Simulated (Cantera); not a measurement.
# Diamond growth

A diamond (100) surface in a fixed gas of H2 with x(CH4) = 0.0028, x(H) = 0.00042, at 1348 K, 9.00 Torr; coverages are run to steady state.

Cantera simulation using the Harris–Goodwin 1993 mechanism for the reconstructed diamond (100) surface; the numbers are that mechanism's predictions, not measurements.

```tsv
x(CH3)	growth (µm/h)	θ c6HH	θ c6H*	θ c6*H	θ c6**
1e-06	0.000141	0.484	0.0457	0.452	0.0176
2.1e-06	0.000295	0.484	0.0457	0.452	0.0176
4.2e-06	0.000591	0.484	0.0457	0.452	0.0176
8.7e-06	0.00122	0.484	0.0457	0.452	0.0176
1.8e-05	0.00253	0.484	0.0457	0.452	0.0176
3.7e-05	0.00520	0.484	0.0457	0.452	0.0176
7.6e-05	0.0107	0.484	0.0457	0.452	0.0176
0.00016	0.0224	0.484	0.0457	0.452	0.0175
0.00032	0.0444	0.484	0.0457	0.452	0.0174
```
θ: site fractions in the mechanism's names (c6HH fully hydrogenated, c6H* and c6*H radical sites, c6** diradical, c6HM methylated).
